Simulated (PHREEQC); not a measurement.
Ultrapure water in contact with air or piping: an equilibrium model

A made-up water analysis in mmol/kgw, 25 °C, pH 6.28, pe 10.5:

```tsv
constituent	mmol/kgw
Na	0.00086
K	6.64e-05
Ca	0.00061
Mg	2.14e-06
Cl	0.000849
S(6)	7.58e-05
Alkalinity (meq/kgw)	0.00124
B	2.35e-06
O(0) (counted as O atoms)	7.15e-06
```

Valence states are taken as typed.

Equilibrium calculation in PHREEQC: ion-association model, wateq4f.dat.

This is a speciation only: nothing precipitates in the calculation.

Question: Predict the ionic strength, charge-balance error.

Answer: ionic strength 3.41e-6 mol/kgw; charge-balance error -1.6 %.

Question: In which forms is C present?

Answer: CO2 54 %, HCO3- 46 % of the C.
